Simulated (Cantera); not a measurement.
## Catalytic combustion on Pt

An isothermal plug-flow reactor at 573 K and 1.18 atm (inlet), inlet velocity 0.52 m/s, active area per volume 1600 1/m; feed CO : O2 : N2 : H2O = 0.0047 : 0.017 : 0.79 : 0.016 (molar parts), equivalence ratio 0.14.

Detailed kinetics in Cantera: Deutschmann's 1995 Pt surface mechanism with GRI-Mech 3.0 gas chemistry. Catalytic surfaces can have several steady states; this one follows from the mechanism file's or the stated starting coverage. Mass transfer to the wall is taken as infinitely fast.

```csv
z (m),x CO,x O2,x H2O,x CO2,θ free Pt,θ O*,θ CO*
0.00021,0.00567,0.0205,0.0193,7.48e-6,0.00559,0.00406,0.990
0.00036,0.00567,0.0205,0.0193,1.28e-5,0.00559,0.00406,0.990
0.00065,0.00566,0.0205,0.0193,2.32e-5,0.00559,0.00407,0.990
0.0012,0.00564,0.0205,0.0193,4.29e-5,0.00561,0.00409,0.990
0.0021,0.00560,0.0205,0.0193,7.53e-5,0.00563,0.00411,0.990
0.0036,0.00555,0.0205,0.0193,0.000130,0.00566,0.00416,0.990
0.0065,0.00544,0.0204,0.0193,0.000237,0.00573,0.00425,0.990
0.012,0.00523,0.0203,0.0193,0.000447,0.00588,0.00445,0.989
0.021,0.00487,0.0201,0.0193,0.000814,0.00616,0.00485,0.989
```
x: gas mole fraction; θ: surface coverage.
